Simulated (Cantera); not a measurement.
A freely propagating, adiabatic, planar premixed flame of H2 : O2 : N2 = 1 : 0.5 : 1.88 (molar parts), unburnt at 575 K and 135 Torr; mixture-averaged transport, grid criteria slope 0.08 and curve 0.16, no radiation.

Computed with Cantera and the H2/O2 subset of GRI-Mech 3.0, which has no nitrogen chemistry. Burning velocities carry a grid error of a few per cent, more on coarse grids.

x: mole fraction of selected species; z is measured from the peak of heat release.

```tsv
z (mm)	T (K)	u (m/s)	x H2	x O2	x OH	x HO2	x H2O2	x H
-13.0	575	5.76	0.296	0.148	<1e-8	<1e-8	<1e-8	<1e-8
-8.68	575	5.76	0.296	0.148	<1e-8	<1e-8	<1e-8	<1e-8
-6.51	575	5.76	0.296	0.148	<1e-8	<1e-8	<1e-8	<1e-8
-4.34	575	5.76	0.296	0.148	<1e-8	(withheld)	<1e-8	5.21e-8
-2.17	581	5.81	0.295	0.148	2.40e-5	(withheld)	7.22e-7	0.000191
-1.09	711	7.03	0.272	0.144	0.000380	(withheld)	1.72e-6	0.00753
0	1124	10.8	0.139	0.0968	0.00337	(withheld)	9.82e-7	0.0615
1.09	1405	13.3	0.0520	0.0412	0.00871	(withheld)	1.06e-6	0.0849
2.17	1527	14.3	0.0475	0.0344	0.0113	(withheld)	7.74e-7	0.0763
4.34	1669	15.5	0.0488	0.0311	0.0140	(withheld)	4.50e-7	0.0627
8.68	1826	16.8	0.0488	0.0275	0.0166	(withheld)	2.34e-7	0.0485
17.4	1988	18.0	0.0467	0.0238	0.0184	(withheld)	1.26e-7	0.0352
34.7	2144	19.2	0.0424	0.0199	0.0189	(withheld)	7.89e-8	0.0237
```

Problem. Some entries are withheld; supply them.

Solution. 
- -4.34, x HO2: 1.82e-7
- -2.17, x HO2: 6.86e-5
- -1.09, x HO2: 4.92e-5
- 0, x HO2: 1.97e-5
- 1.09, x HO2: 7.49e-6
- 2.17, x HO2: 5.41e-6
- 4.34, x HO2: 4.10e-6
- 8.68, x HO2: 3.03e-6
- 17.4, x HO2: 2.19e-6
- 34.7, x HO2: 1.64e-6
